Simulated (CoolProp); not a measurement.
Vapour-liquid equilibrium of carbon dioxide (1) + CH2F2 (R32) (2) at 1.35 MPa; x and y are mole fractions of (1).

Computed with CoolProp (multi-fluid Helmholtz-energy mixture model, Span 1996 and Tillner-Roth 1997; pair parameters Bell 2016).

Give the bubble temperature and the first vapour's composition at x = 0.05, 0.65, 0.95. Is there an azeotrope?

x = 0.05: 285.6 K, y = 0.138; x = 0.65: 251.8 K, y = 0.871; x = 0.95: 242.8 K, y = 0.985. No azeotrope shows between x = 0.05 and 0.95.

Pair parameters are fitted to limited data, so mixtures are less certain than the pure fluids.
